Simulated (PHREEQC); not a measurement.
1.9 g of hydrous ferric oxide (600 m²/g; 0.2 weak and 0.005 strong sites per Fe, Dzombak-Morel constants, diffuse double layer) in 1 kg of water with 0.001 mol/kgw of an inert sodium salt, at 25 °C; the pH is set by adding NaOH or the inert anion's acid. Oxygen is held at 0.21 atm. The system is closed to CO2. Precipitation was switched off in this run.

Base run: PHREEQC, ion-association model, wateq4f.dat. Each further column changes one thing. The table gives surface charge σ (C/m²).

| pH | base | background salt from 0.001 to 0.0001 mol/kgw | oxide from 1.9 to 9.5 g/kgw | 0.0028 mol/kgw MgCl2 added |
|---|---|---|---|---|
| 4 | 0.139 | 0.107 | [?] | 0.219 |
| 4.5 | 0.090 | [?] | 0.129 | [?] |
| 5 | 0.056 | 0.030 | 0.078 | [?] |
| 5.5 | 0.034 | 0.015 | 0.044 | [?] |
| 6 | 0.020 | 0.008 | 0.024 | [?] |
| 6.5 | 0.011 | 0.004 | 0.013 | 0.030 |
| 7.5 | 0.003 | 0.001 | 0.003 | 0.012 |
| 8 | 0.000 | 0.000 | 0.000 | [?] |
| 8.5 | -0.002 | -0.001 | -0.002 | 0.008 |
| 9 | -0.004 | -0.002 | -0.005 | 0.007 |
| 9.5 | -0.009 | -0.003 | -0.010 | 0.006 |
| 10 | -0.016 | -0.008 | -0.019 | 0.006 |

**Question.** Fill in the missing entries.

**Answer.** 
- 4, oxide from 1.9 to 9.5 g/kgw: 0.197
- 4.5, background salt from 0.001 to 0.0001 mol/kgw: 0.059
- 4.5, 0.0028 mol/kgw MgCl2 added: 0.162
- 5, 0.0028 mol/kgw MgCl2 added: 0.113
- 5.5, 0.0028 mol/kgw MgCl2 added: 0.076
- 6, 0.0028 mol/kgw MgCl2 added: 0.049
- 8, 0.0028 mol/kgw MgCl2 added: 0.009
